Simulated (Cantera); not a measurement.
Mixture: H2 : O2 : N2 = 1 : 0.877 : 3.3 (molar parts), at 4.93 atm, adiabatic and at constant volume. Ignition delay is the time to a rise of 400 K.

Model: the H2/O2 subset of GRI-Mech 3.0, which has no nitrogen chemistry, integrated in Cantera. The hydrogen kinetics of GRI-Mech 3.0 are dated; newer H2 mechanisms differ, most at raised pressure.

Predict: delay at 1050 K; delay at 1125 K; delay at 1200 K; delay at 1275 K; delay at 1350 K; delay at 1425 K; delay at 1500 K; apparent activation energy between 1350 and 1500 K.


```json
{
 "delay at 1050 K": "3.20 ms",
 "delay at 1125 K": "0.143 ms",
 "delay at 1200 K": "15.6 µs",
 "delay at 1275 K": "7.91 µs",
 "delay at 1350 K": "5.14 µs",
 "delay at 1425 K": "3.73 µs",
 "delay at 1500 K": "2.89 µs",
 "apparent activation energy between 1350 and 1500 K": "65 kJ/mol"
}
```
